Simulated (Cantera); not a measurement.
Premixed flame

A freely propagating, adiabatic, planar premixed flame of H2 : O2 : N2 : H2O = 1 : 0.746 : 3.66 : 1.1 (molar parts), equivalence ratio 0.67, unburnt at 500 K and 1.00 bar; unity-Lewis-number transport, grid criteria slope 0.08 and curve 0.16, no radiation.

Model: the H2/O2 subset of GRI-Mech 3.0, which has no nitrogen chemistry, integrated in Cantera. Unity Lewis numbers drop preferential diffusion, which matters most where H2 and H carry the flame. Burning velocities carry a grid error of a few per cent, more on coarse grids. Lean hydrogen flames are cellular in practice and burn faster than this planar one.

```json
[
 {"z (mm)": "-1.10", "T (K)": "500", "u (m/s)": "1.06", "x H2": "0.154", "x O2": "0.115", "x H2O": "0.169", "x O": "<1e-8", "x H2O2": "7.06e-8", "x HO2": "2.54e-7"},
 {"z (mm)": "-0.735", "T (K)": "502", "u (m/s)": "1.07", "x H2": "0.153", "x O2": "0.115", "x H2O": "0.169", "x O": "<1e-8", "x H2O2": "5.35e-7", "x HO2": "1.96e-6"},
 {"z (mm)": "-0.551", "T (K)": "508", "u (m/s)": "1.08", "x H2": "0.153", "x O2": "0.114", "x H2O": "0.170", "x O": "<1e-8", "x H2O2": "1.89e-6", "x HO2": "7.13e-6"},
 {"z (mm)": "-0.367", "T (K)": "536", "u (m/s)": "1.14", "x H2": "0.149", "x O2": "0.113", "x H2O": "0.174", "x O": "1.47e-7", "x H2O2": "7.86e-6", "x HO2": "3.47e-5"},
 {"z (mm)": "-0.184", "T (K)": "720", "u (m/s)": "1.51", "x H2": "0.127", "x O2": "0.102", "x H2O": "0.200", "x O": "1.60e-5", "x H2O2": "2.63e-5", "x HO2": "0.000224"},
 {"z (mm)": "-0.0918", "T (K)": "962", "u (m/s)": "1.98", "x H2": "0.0943", "x O2": "0.0860", "x H2O": "0.238", "x O": "0.000251", "x H2O2": "2.08e-5", "x HO2": "0.000204"},
 {"z (mm)": "0", "T (K)": "1222", "u (m/s)": "2.47", "x H2": "0.0498", "x O2": "0.0648", "x H2O": "0.285", "x O": "0.00146", "x H2O2": "8.57e-6", "x HO2": "0.000103"},
 {"z (mm)": "0.0918", "T (K)": "1385", "u (m/s)": "2.77", "x H2": "0.0218", "x O2": "0.0507", "x H2O": "0.316", "x O": "0.00249", "x H2O2": "5.68e-6", "x HO2": "6.27e-5"},
 {"z (mm)": "0.184", "T (K)": "1470", "u (m/s)": "2.91", "x H2": "0.0118", "x O2": "0.0453", "x H2O": "0.329", "x O": "0.00231", "x H2O2": "3.91e-6", "x HO2": "4.61e-5"},
 {"z (mm)": "0.367", "T (K)": "1543", "u (m/s)": "3.04", "x H2": "0.00588", "x O2": "0.0424", "x H2O": "0.339", "x O": "0.00136", "x H2O2": "2.12e-6", "x HO2": "3.08e-5"},
 {"z (mm)": "0.735", "T (K)": "1589", "u (m/s)": "3.12", "x H2": "0.00244", "x O2": "0.0412", "x H2O": "0.345", "x O": "0.000553", "x H2O2": "1.06e-6", "x HO2": "1.67e-5"},
 {"z (mm)": "1.47", "T (K)": "1610", "u (m/s)": "3.16", "x H2": "0.000820", "x O2": "0.0408", "x H2O": "0.348", "x O": "0.000183", "x H2O2": "5.06e-7", "x HO2": "6.79e-6"},
 {"z (mm)": "2.94", "T (K)": "1618", "u (m/s)": "3.17", "x H2": "0.000247", "x O2": "0.0408", "x H2O": "0.349", "x O": "5.66e-5", "x H2O2": "2.25e-7", "x HO2": "2.29e-6"}
]
```
x: mole fraction of selected species; z is measured from the peak of heat release.

```json
{
  "laminar_burning_velocity": "106 cm/s",
  "thermal_thickness": "0.367 mm",
  "peak x(O)": "0.00253",
  "peak x(H2O2)": "2.70e-5",
  "peak x(HO2)": "0.000255",
  "grid_points": "109"
}
```
